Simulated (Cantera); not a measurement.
Feed: 1 mol n-butane, 0.2 mol O2, 0.45 mol N2, equilibrated at 10500 Torr.

Equilibrium computed with Cantera from the NASA thermochemical tables; the gas is ideal and each condensed phase is pure. Candidate condensed phases: C, C6H6, C7H8, C8H18, H2O; 136 gas species. Kinetics and transport are ignored.

Question: At 598 K, list the 5 most abundant gas species with their mole fractions, and the condensed phases.

Answer: CH4 0.713, N2 0.141, H2O 0.120, H2 0.0226, CO2 0.00263. Condensed: C(graphite).
